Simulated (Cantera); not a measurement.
# NO annealing gas

An isothermal, constant-pressure homogeneous reactor starts with NO : N2 = 1 : 0.13 (molar parts), at 1900 K and 0.0267 bar.

Model: GRI-Mech 3.0 (53 species, 325 reactions), integrated in Cantera. Radical loss at walls, strong at low pressure, is not modelled.

| t (s) | x NO | x N2O | x NO2 | x N2 | x O | x O2 |
|---|---|---|---|---|---|---|
| 4.00e-5 | 0.885 | 4.51e-7 | 5.82e-10 | 0.115 | 4.51e-7 | 1.97e-10 |
| 0.000237 | 0.885 | 2.66e-6 | 1.98e-8 | 0.115 | 2.66e-6 | 6.80e-9 |
| 0.00140 | 0.885 | 1.54e-5 | 6.41e-7 | 0.115 | 1.55e-5 | 2.40e-7 |
| 0.00828 | 0.885 | 8.14e-5 | 1.36e-5 | 0.115 | 8.71e-5 | 1.01e-5 |
| 0.0490 | 0.883 | 0.000249 | 4.66e-5 | 0.116 | 0.000265 | 0.000443 |
| 0.290 | 0.875 | 0.000275 | 5.80e-5 | 0.119 | 0.000309 | 0.00440 |
| 1.71 | 0.827 | 0.000229 | 9.95e-5 | 0.144 | 0.000428 | 0.0287 |
| 10.1 | 0.554 | 8.55e-5 | 0.000160 | 0.280 | 0.000793 | 0.165 |
| 60.0 | 0.0604 | 8.98e-7 | 2.83e-5 | 0.527 | 0.00118 | 0.411 |
x: mole fraction; the columns are a selection and need not sum to one.

Equilibrium at this temperature and pressure: NO 0.00697, N2O 5.41e-8, NO2 3.38e-6, N2 0.554, O 0.00122, O2 0.438 (gas phase only).
